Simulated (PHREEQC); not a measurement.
Brine: an equilibrium model

Consider water at 25 °C with 0.26 mol Na2SO4, 0.24 mol K2SO4 and 0.056 mol HBr per kg of water. Closed to the air; pH follows from the charge balance.

Computed with PHREEQC (Pitzer model, pitzer.dat).

```yaml
pH: 2.17
ionic_strength: 1.47 mol/kgw
activity_of_water: 0.980
density: 1.062 g/cm³
osmotic_coefficient: 0.703
total_alkalinity: -56.0 meq/kg
```

```csv
species,molality,activity,log γ
Na+,0.520,0.262,-0.297
K+,0.480,0.229,-0.321
SO4-2,0.458,0.0340,-1.130
Br-,0.0560,0.0329,-0.230
HSO4-,0.0416,0.0220,-0.276
H+,0.0144,0.00680,-0.326
```

Precipitation was switched off in this run. In brines, pH and single-ion activities rest on the MacInnes convention.
